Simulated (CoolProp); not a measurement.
R1224YDZ at 451.3 K and 0.656 MPa is throttled through a valve to 0.438 MPa with no heat exchange. Each further row changes one setting.

Computed with CoolProp (reference Helmholtz-energy equation of state, Akasaka 2023).

```json
[
 {"case": "as stated", "temperature change (K)": "?", "final density (kg/m³)": "18.1"},
 {"case": "outlet pressure 0.131 MPa", "temperature change (K)": "-4.3", "final density (kg/m³)": "?"},
 {"case": "outlet pressure 0.569 MPa", "temperature change (K)": "-0.7", "final density (kg/m³)": "?"}
]
```

Question: Fill in the missing entries.

Answer: 
- as stated, temperature change (K): -1.8
- outlet pressure 0.131 MPa, final density (kg/m³): 5.30
- outlet pressure 0.569 MPa, final density (kg/m³): 23.8
